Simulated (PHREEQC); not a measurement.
Consider water at 20 °C with 3.1 mmol/kgw NaBF4 and 2.3 mmol/kgw NH4HCO3. Closed to the air; pH follows from the charge balance.

Equilibrium calculation in PHREEQC: ion-association model, phreeqc.dat.

This is a speciation only: nothing precipitates in the calculation.

**Question.** Order these B species by the share of B that they hold, largest first: BF3OH-, BF4-, BF2(OH)2-, H3BO3.

**Answer.** BF4- (45 %), H3BO3 (38 %), BF3OH- (9.6 %), BF2(OH)2- (6.8 %)

**Question.** Order these F species by the share of F that they hold, largest first: HF, BF3OH-, BF4-, F-, BF2(OH)2-.

**Answer.** BF4- (45 %), F- (31 %), HF (13 %), BF3OH- (7.2 %), BF2(OH)2- (3.4 %)

The pH is 3.48 and the ionic strength 0.00575 mol/kgw. Real BF4- forms and hydrolyses slowly; the run takes it at equilibrium.
